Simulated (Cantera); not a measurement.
Charge: 1 mol MgO, 3.1 mol O2, held at 1825 K and 95.0 mbar.

Cantera equilibrium calculation (NASA polynomials, part measured and part estimated; ideal gas, pure solids and liquids). Candidate condensed phases: Mg, MgO; 6 gas species. The numbers say what is thermodynamically allowed, not how fast it happens.

Base state: O2 1.000, O 0.000498 (mole fractions); condensed: MgO(s).

### Question
What changes in the equilibrium state with this change: MgO replaced by FeS2?

### Answer
```csv
species,before,after
SO2,0,0.821
O2,1.000,0.178
SO3,0,0.00103
SO,0,0.000165
O,0.000498,0.000210
"MgO(s), mol",1.00,0
"Fe3O4(s), mol",0,0.333
```
Further candidate phases: Fe, FeO, FeS, FeSO4, FeS2, Fe2O3, Fe2(SO4)3, Fe3O4, S.
